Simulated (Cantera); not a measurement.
Feed: 1 mol SiO2, 3.6 mol C, 0.013 mol CO, at 0.000490 bar.

Equilibrium computed with Cantera from the NASA thermochemical tables; the gas is ideal and each condensed phase is pure. Candidate condensed phases: C, Si, SiC, SiO2; 20 gas species. The numbers say what is thermodynamically allowed, not how fast it happens.

Which condensed phases are stable at each of these points (T (K)): 1623, 1723, 1823, 1923, 2023, 2123, 2223, 2323, 2423, 2523, 2623?


```tsv
T (K)	condensed phases	Si condensed (%)
1623	C(graphite) + SiC(s)	99.4
1723	C(graphite) + SiC(s)	99.1
1823	C(graphite) + SiC(s)	98.8
1923	C(graphite) + SiC(s)	98.2
2023	C(graphite) + SiC(s)	96.5
2123	C(graphite) + SiC(s)	90.5
2223	C(graphite) + SiC(s)	66.3
2323	C(graphite)	0.0
2423	C(graphite)	0.0
2523	C(graphite)	0.0
2623	C(graphite)	0.0
```

From 1623 K to 2223 K the condensed part is C(graphite) + SiC(s). From 2323 K to 2623 K the condensed part is C(graphite).
